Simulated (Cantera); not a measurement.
Standard-state values (1 bar) from the NASA 1993 polynomials, evaluated with Cantera. Values are per mole of reaction as written; species without (g) are pure solids or liquids, kept so even where they would boil at 1 bar.

TiCl4 + H(g) → HCl(g) + TiCl3(g), with ΔH° = -45.6 kJ and ΔS° = 136.2 J/K at 300 K.

### Question
How far is the shortcut ΔG° ≈ ΔH°(300 K) − T·ΔS°(300 K) from the full temperature-dependent value at 425, 450, 475, 500, 525 K?

### Answer
```tsv
T (K)	shortcut (kJ)	full (kJ)	difference (kJ)	difference in log10 K
425	-103.5	-102.0	-1.4	0.18
450	-106.9	-104.9	-2.0	0.23
475	-110.3	-107.6	-2.7	0.29
500	-113.7	-110.3	-3.4	0.35
525	-117.1	-112.9	-4.2	0.42
```
The shortcut ignores the heat-capacity change of the reaction.
